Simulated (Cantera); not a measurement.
A closed system holds: 1 mol AlCl3, 2.3 mol N2O, 1.5 mol N2, at 0.0500 bar.

Cantera equilibrium calculation (NASA polynomials, part measured and part estimated; ideal gas, pure solids and liquids). Candidate condensed phases: Al, AlCl3, AlN, Al2O3; 24 gas species. Kinetics and transport are ignored.

Over these rows the condensed part is Al2O3(s). Partial pressures as log10 of bar:

```tsv
T (K)	1000/T (1/K)	log p AlCl3	log p N2	log p Cl2	log p O2	log p Cl
1175	0.8511	-6.74	-1.48	-1.89	-2.46	-3.39
1225	0.8163	-6.30	-1.48	-1.90	-2.46	-3.16
1275	0.7843	-5.90	-1.48	-1.90	-2.46	-2.96
1325	0.7547	-5.54	-1.48	-1.92	-2.46	-2.77
1375	0.7273	-5.21	-1.49	-1.94	-2.47	-2.60
1425	0.7018	?	-1.49	-1.96	-2.47	-2.45
```

Fit log p(AlCl3) = a + b·(1000/T) to the five rows, give the apparent enthalpy, and predict the row at 1425 K.

Means: 1000/T = 0.7867, log p = -5.938. Sxy = -0.118434, Sxx = 0.0095816, so b = -12.36 and a = -5.938 − (-12.36)×0.7867 = 3.79.
Apparent enthalpy: −19.145 × (-12.36) = 237 kJ/mol. With the condensed phases at unit activity, 1/2 Al2O3(s) + 3/2 Cl2(g) = AlCl3(g) + 3/4 O2(g) links this pressure to the main gases: over the six rows their terms move log p by -0.10 in all, so the slope isn't that reaction's ΔH° alone. The five rows lie within 0.01 of the line.
Prediction at 1425 K: 3.79 + (-12.36)×0.7018 = -4.88. The computed value is -4.93, 0.05 from the line.
